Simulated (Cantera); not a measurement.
Input (Python, Cantera):

```python
import numpy as np
import cantera as ct

gas = ct.Solution("gri30.yaml")
gas.TPX = 1150, 2666, {'H2': 0.014, 'O2': 1, 'N2': 0.33}
reactor = ct.IdealGasConstPressureReactor(gas, energy="off", clone=False)
net = ct.ReactorNet([reactor])
net.rtol, net.atol = 1e-08, 1e-18
show = ['H2', 'O2', 'O', 'H', 'H2O', 'H2O2', 'NO2']
times = np.geomspace(0.0002, 2, 11)

steps = ct.SolutionArray(gas, extra=["t"])
rows = []
print(f"{'t/s':>10s}{'T/K':>9s}{'P/Pa':>11s}" + "".join(f"{s:>11s}" for s in show))
for t in times:
    while net.time < t:
        t_next = net.step()
        steps.append(gas.state, t=t_next)
    rows.append([np.interp(t, steps.t, y) for y in (steps.T, steps.P, *steps(*show).X.T)])
    print(f"{t:10.3e}{rows[-1][0]:9.1f}{rows[-1][1]:11.4g}" + "".join(f"{x:11.3e}" for x in rows[-1][2:]))
rate = np.gradient(steps.T, steps.t)
print("integrator steps:", len(steps.t))
if steps.T.max() > steps.T[0] + 200:
    print(f"time of steepest temperature rise: {steps.t[rate.argmax()]:.4e} s")
gas.TPX = 1150, 2666, {'H2': 0.014, 'O2': 1, 'N2': 0.33}
gas.equilibrate("TP")
print(f"equilibrium (TP): T = {gas.T:.1f} K  " + "  ".join(f"{s} {gas[s].X[0]:.3e}" for s in show))
```

Result:

```
       t/s      T/K       P/Pa         H2         O2          O          H        H2O       H2O2        NO2
 2.000e-04   1150.0       2666  1.042e-02  7.440e-01  1.116e-09  3.712e-10  4.360e-10  1.139e-13  2.854e-28
 5.024e-04   1150.0       2666  1.042e-02  7.440e-01  5.922e-09  1.181e-09  4.492e-09  7.187e-13  1.661e-26
 1.262e-03   1150.0       2666  1.042e-02  7.440e-01  9.031e-08  1.493e-08  9.945e-08  4.674e-12  2.009e-24
 3.170e-03   1150.0       2666  1.035e-02  7.440e-01  4.424e-05  7.259e-06  5.198e-05  2.582e-10  3.503e-19
 7.962e-03   1150.0       2666  1.514e-04  7.358e-01  7.321e-03  7.091e-04  9.501e-03  6.274e-08  6.384e-13
 2.000e-02   1150.0       2666  4.445e-05  7.376e-01  5.471e-03  3.525e-04  9.936e-03  3.853e-08  2.544e-12
 5.024e-02   1150.0       2666  2.303e-05  7.400e-01  2.816e-03  1.303e-04  1.016e-02  3.636e-08  5.524e-12
 1.262e-01   1150.0       2666  7.678e-06  7.418e-01  9.423e-04  2.524e-05  1.033e-02  3.005e-08  1.083e-11
 3.170e-01   1150.0       2666  1.785e-06  7.425e-01  2.227e-04  2.909e-06  1.041e-02  1.909e-08  2.049e-11
 7.962e-01   1150.0       2666  3.584e-07  7.426e-01  4.566e-05  2.712e-07  1.044e-02  8.560e-09  3.252e-11
 2.000e+00   1150.0       2666  7.495e-08  7.427e-01  9.743e-06  2.681e-08  1.046e-02  2.930e-09  3.965e-11
integrator steps: 1188
equilibrium (TP): T = 1150.0 K  H2 3.218e-10  O2 7.426e-01  O 4.416e-08  H 8.251e-12  H2O 1.047e-02  H2O2 2.213e-11  NO2 9.235e-07
```

Computed with Cantera and GRI-Mech 3.0 (53 species, 325 reactions). Radical loss at walls, strong at low pressure, is not modelled.
